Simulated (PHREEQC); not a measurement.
1 kg of water meets 20 L of dry gas (CO2 0.43, CH4 0.17, H2S 0.4 by moles) at fixed total pressure, at 5 atm; fugacities by Peng-Robinson. The gases take part in no redox reaction, some water evaporates into the gas, and hydrates or a liquid gas phase aren't modelled. Nothing may precipitate in this run.

Equilibrium calculation in PHREEQC: ion-association model, phreeqc.dat.

| T (°C) | dissolved CO2 (all carbonate carbon) (mol/kgw) | φ of CO2 | p of CO2 (atm) | dissolved CH4 (mol/kgw) | φ of CH4 | p of CH4 (atm) |
|---|---|---|---|---|---|---|
| 20 | 0.0828 | 0.971 | 2.18 | 0.00157 | 0.992 | 0.900 |
| 30 | 0.0629 | 0.974 | 2.17 | (withheld) | 0.993 | 0.886 |
| 40 | 0.0497 | 0.976 | 2.15 | (withheld) | 0.994 | 0.873 |
| 50 | 0.0404 | 0.979 | 2.12 | 0.000933 | 0.995 | 0.859 |
| 60 | 0.0337 | 0.980 | 2.09 | 0.000852 | 0.996 | 0.842 |
| 70 | 0.0285 | 0.982 | 2.04 | 0.000797 | 0.996 | 0.819 |
| 80 | 0.0244 | 0.984 | 1.97 | (withheld) | 0.998 | 0.789 |
| 90 | 0.0210 | 0.986 | 1.87 | 0.000720 | 0.999 | 0.747 |

**Question.** Complete the blanks.

**Answer.** 
- 30, dissolved CH4 (mol/kgw): 0.00125
- 40, dissolved CH4 (mol/kgw): 0.00106
- 80, dissolved CH4 (mol/kgw): 0.000756

At this temperature some constants are extrapolated from 25 °C, and those without enthalpy data are left unchanged.
